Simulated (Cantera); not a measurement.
A perfectly stirred reactor is fed with C₂H₄ : H₂ = 1 : 6.7 (molar parts), at 0.133 bar; it is held at 1625 K, and followed from long to short residence time.

Model: GRI-Mech 3.0 (53 species, 325 reactions), integrated in Cantera. GRI-Mech 3.0 was tuned for natural gas; its chemistry of ethylene as a main component is partial and can be far from experiment. GRI-Mech 3.0 stops at C3 and has no aromatics, soot or wall deposition, so with more carbon than oxygen in the feed, carbon stays in small species such as C2H2 where larger ones or solid carbon would form.

What does this change do: H2 6.7 to 33 parts?


| quantity | before | after |
|---|---|---|
| x(C₂H₄) at τ = 0.780 s | 0.00177 | 0.000464 |
| x(H₂) at τ = 0.780 s | 0.883 | 0.971 |
| x(C₂H₂) at τ = 0.780 s | 0.113 | 0.0278 |
| x(CH₂) at τ = 0.780 s | 1.64e-9 | 4.44e-10 |
| x(H) at τ = 0.780 s | 0.000167 | 0.000175 |
| x(C₂H₄) at τ = 36.0 ms | 0.0242 | 0.00610 |
| x(H₂) at τ = 36.0 ms | 0.882 | 0.971 |
| x(C₂H₂) at τ = 36.0 ms | 0.0933 | 0.0226 |
| x(CH₂) at τ = 36.0 ms | 9.02e-10 | 2.01e-10 |
| x(H) at τ = 36.0 ms | 6.20e-5 | 6.04e-5 |

What does this change do: H2 6.7 to 60 parts?


| quantity | before | after |
|---|---|---|
| x(C₂H₄) at τ = 0.780 s | 0.00177 | 0.000265 |
| x(H₂) at τ = 0.780 s | 0.883 | 0.984 |
| x(C₂H₂) at τ = 0.780 s | 0.113 | 0.0157 |
| x(CH₂) at τ = 0.780 s | 1.64e-9 | 2.44e-10 |
| x(H) at τ = 0.780 s | 0.000167 | 0.000173 |
| x(C₂H₄) at τ = 36.0 ms | 0.0242 | 0.00365 |
| x(H₂) at τ = 36.0 ms | 0.882 | 0.984 |
| x(C₂H₂) at τ = 36.0 ms | 0.0933 | 0.0125 |
| x(CH₂) at τ = 36.0 ms | 9.02e-10 | 1.04e-10 |
| x(H) at τ = 36.0 ms | 6.20e-5 | 5.37e-5 |
